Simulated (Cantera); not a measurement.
# Adiabatic ignition

An adiabatic, constant-volume homogeneous reactor starts with CO : H2 : O2 : N2 = 1 : 0.52 : 1.81 : 6.8 (molar parts), equivalence ratio 0.42, at 1523 K and 670000 Pa.

Computed with Cantera and GRI-Mech 3.0 (53 species, 325 reactions). The hydrogen kinetics of GRI-Mech 3.0 are dated; newer H2 mechanisms differ, most at raised pressure.

```csv
t (s),T (K),P (bar),x CO,x H2,x O2,x H2O,x CO2,x NO2,x NO
3.00e-6,1584,6.95,0.0962,0.0317,0.166,0.0148,0.00283,4.45e-10,2.38e-7
9.11e-6,2432,10.2,0.0294,0.00191,0.116,0.0447,0.0744,2.73e-7,8.45e-5
2.77e-5,2706,11.1,0.0101,0.000740,0.112,0.0494,0.0956,1.14e-6,0.000621
8.40e-5,2713,11.1,0.00913,0.000694,0.111,0.0496,0.0966,3.80e-6,0.00217
0.000255,2706,11.1,0.00894,0.000682,0.109,0.0498,0.0968,1.08e-5,0.00620
0.000775,2692,11.0,0.00858,0.000659,0.105,0.0500,0.0972,2.39e-5,0.0138
0.00235,2680,11.0,0.00830,0.000641,0.102,0.0502,0.0975,3.40e-5,0.0197
0.00714,2679,11.0,0.00827,0.000639,0.102,0.0502,0.0976,3.52e-5,0.0204
0.0217,2679,11.0,0.00827,0.000639,0.102,0.0502,0.0976,3.52e-5,0.0204
0.0659,2679,11.0,0.00827,0.000639,0.102,0.0502,0.0976,3.52e-5,0.0204
0.200,2679,11.0,0.00827,0.000639,0.102,0.0502,0.0976,3.52e-5,0.0204
```
x: mole fraction; the columns are a selection and need not sum to one.

```
Property                                                              Result
---------------------------------  -----------------------------------------
time of steepest temperature rise                                    3.41 µs
temperature at 0.200 s                                                2679 K
equilibrium temperature                                               2679 K
x(CO) at 0.200 s                     0.00827 (gas-phase equilibrium 0.00827)
x(H2) at 0.200 s                   0.000639 (gas-phase equilibrium 0.000639)
x(O2) at 0.200 s                         0.102 (gas-phase equilibrium 0.102)
```
